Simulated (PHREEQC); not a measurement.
## City or well water: an equilibrium model

Model water analysis in mg/L, 25 °C, pH 6.21, pe 1.3: Na 15.2; K 2.19; Ca 21.3; Mg 2.3; Cl 14.8; S(6) as SO4 52.8; Alkalinity as HCO3 27.1; Zn 0.408; Si as SiO2 0.155; Br 0.233; F 0.263; Ba 0.0578.

Valence states are taken as typed.

The numbers come from PHREEQC with the ion-association model, wateq4f.dat.

```
Quantity                       Result
--------------------  ---------------
ionic strength        0.00300 mol/kgw
charge-balance error            0.1 %
```

```
species  molality  activity   log γ
-------  --------  --------  ------
Na+      0.000660  0.000622  -0.026
CO2      0.000577  0.000577   0.000
SO4-2    0.000510  0.000402  -0.103
Ca+2     0.000498  0.000394  -0.102
HCO3-    0.000442  0.000416  -0.025
Cl-      0.000418  0.000393  -0.026
Mg+2      8.77e-5   6.94e-5  -0.101
```

Precipitation was switched off in this run. Complexes and solids missing from the database can't appear. SiF6-2 is the database's only silicon fluoride.
